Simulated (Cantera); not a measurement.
A diamond (100) surface in a fixed gas of H2 with x(CH4) = 0.0021, x(H) = 0.043, x(CH3) = 0.0011, 0.158 atm; coverages are run to steady state.

Detailed kinetics in Cantera: the Harris–Goodwin 1993 mechanism for the reconstructed diamond (100) surface.

θ: site fractions in the mechanism's names (c6HH fully hydrogenated, c6H* and c6*H radical sites, c6** diradical, c6HM methylated).

```
T (K)  growth (µm/h)  θ c6HH  θ c6H*  θ c6*H   θ c6**   θ c6HM
-----  -------------  ------  ------  ------  -------  -------
950              ___   0.629  0.0151   0.327  0.00671   0.0170
1025             ___   0.564  0.0216   0.385   0.0116   0.0125
1100             ___   0.504  0.0290   0.435   0.0185  0.00926
1175             169   0.450  0.0369   0.475   0.0275  0.00680
1250             182   0.402  0.0450   0.506   0.0386  0.00459
1325             ___   0.361  0.0531   0.529   0.0518  0.00252
1400             ___   0.324  0.0610   0.545   0.0668  0.00106
```

Task: Some entries are withheld; supply them.

Result: 
- 950, growth (µm/h): 72.2
- 1025, growth (µm/h): 103
- 1100, growth (µm/h): 137
- 1325, growth (µm/h): 160
- 1400, growth (µm/h): 120
